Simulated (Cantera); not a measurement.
Abatement and gas-phase synthesis: SF6 + H2 + O2

Feed: 1 mol SF6, 1.5 mol H2, 0.18 mol O2, held at 11.0 Pa.

Cantera equilibrium calculation (NASA polynomials, part measured and part estimated; ideal gas, pure solids and liquids). Candidate condensed phases: H2O, H2SO4, S; 43 gas species. Kinetics and transport are ignored.

```json
[
 {"T (°C)": "1902", "x HF": "0.432", "x F": "0.431", "x S": "0.0811", "x SO": "0.0387", "x O": "0.00190", "x S2": "0.00868"},
 {"T (°C)": "1952", "x HF": "0.429", "x F": "0.429", "x S": "0.0875", "x SO": "0.0383", "x O": "0.00338", "x S2": "0.00588"},
 {"T (°C)": "2002", "x HF": "0.427", "x F": "0.428", "x S": "0.0930", "x SO": "0.0369", "x O": "0.00578", "x S2": "0.00395"},
 {"T (°C)": "2052", "x HF": "0.424", "x F": "0.426", "x S": "0.0982", "x SO": "0.0344", "x O": "0.00937", "x S2": "0.00268"},
 {"T (°C)": "2102", "x HF": "0.419", "x F": "0.424", "x S": "0.103", "x SO": "0.0308", "x O": "0.0142", "x S2": "0.00185"},
 {"T (°C)": "2152", "x HF": "0.413", "x F": "0.423", "x S": "0.109", "x SO": "0.0260", "x O": "0.0200", "x S2": "0.00130"},
 {"T (°C)": "2202", "x HF": "0.405", "x F": "0.423", "x S": "0.114", "x SO": "0.0208", "x O": "0.0260", "x S2": "0.000924"}
]
```
x: gas mole fraction; nothing condenses.

From 1902 °C to 2202 °C nothing is condensed.
